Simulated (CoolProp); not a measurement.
Values from CoolProp's reference Helmholtz-energy equation of state, Bücker 2006.

For ethane, give the phase and the cv (kJ/(kg K)), speed of sound (m/s), Joule-Thomson coefficient (K/MPa) at 71.65 °C and 0.249 MPa.


- 71.65 °C and 0.249 MPa: gas; cv 1.67, speed of sound 331, Joule-Thomson coefficient 7.53
